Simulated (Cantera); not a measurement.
Feed: 1 mol TEOS, 1.1 mol H2O, 2.7 mol N2, held at 1398 K and 18.0 Pa.

Cantera equilibrium calculation (NASA polynomials, part measured and part estimated; ideal gas, pure solids and liquids). Candidate condensed phases: C, C6H6, C7H8, C8H18, H2O, Si, SiC, SiO2, Si2N2O, Si3N4; 151 gas species. The feed counts by its element totals alone. Equilibrium is a limit: real reactors are often held back by kinetics, nucleation or transport.

Base state: H2 0.587, CO 0.269, N2 0.143, SiO 0.000334, H 0.000270, HCN 0.000141 (mole fractions); condensed: C(graphite) + SiC(s).

What changes in the equilibrium state with this change: TEOS replaced by HMDSO?


```csv
species,before,after
H2,0.587,0.678
N2,0.143,0.181
CO,0.269,0.141
SiO,0.000334,0.000174
HCN,0.000141,0.000171
H,0.000270,0.000290
"C(graphite), mol",1.91,1.90
"SiC(s), mol",0.994,2.00
```

What changes in the equilibrium state with this change: H2O from 1.1 to 3.2 mol?


```tsv
species	before	after
H2	0.587	0.571
CO	0.269	0.307
N2	0.143	0.117
SiO	0.000334	0.00435
HCN	0.000141	3.73e-5
H	0.000270	0.000267
C(graphite), mol	1.91	0
SiC(s), mol	0.994	0.900
```

What changes in the equilibrium state with this change: pressure from 18.0 Pa to 1.00 bar?


| species | before | after |
|---|---|---|
| H2 | 0.587 | 0.654 |
| CO | 0.269 | 0.183 |
| N2 | 0.143 | 0.160 |
| SiO | 0.000334 | 1.04e-7 |
| NH3 | 2.63e-9 | 1.82e-5 |
| CH4 | 2.71e-7 | 0.00187 |
| H2O | 1.08e-7 | 0.000454 |
| C(graphite), mol | 1.91 | 4.87 |
| SiC(s), mol | 0.994 | 0 |
| SiO2(β-quartz), mol | 0 | 1.000 |
The tables hold silica as quartz up to 1696 K and as liquid above; real silica turns to tridymite and cristobalite and melts near 1996 K.
